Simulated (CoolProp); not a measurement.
Saturated liquid density (kg/m³) of R125: the reference equation beside estimates from Tc = 339.2 K, pc = 3.618 MPa, ω = 0.305. Rackett uses Z = 0.29056 − 0.08775 ω.

Values from CoolProp's reference Helmholtz-energy equation of state, Lemmon 2005.

```csv
T (K),reference,Rackett,van der Waals,Redlich-Kwong,Soave-Redlich-Kwong,Peng-Robinson
235.1,1477,1511,884.2,1284,1346,1524
244.7,1440,1472,862.2,1244,1309,1483
254.2,1402,1432,839.1,1203,1269,1439
263.8,1362,1389,814.4,1159,1225,1390
273.3,1319,1345,788.1,1111,1178,1337
282.9,1273,1296,759.4,1060,1125,1277
292.4,1222,1244,728.3,1004,1067,1211
302,1166,1186,693.4,941.2,1000,1134
```

Absolute difference from the reference over all 8 rows, mean and median: Rackett 2.0 and 2.0 %, van der Waals 40.3 and 40.2 %, Redlich-Kwong 15.7 and 15.3 %, Soave-Redlich-Kwong 10.8 and 10.4 %, Peng-Robinson 2.0 and 2.3 %.
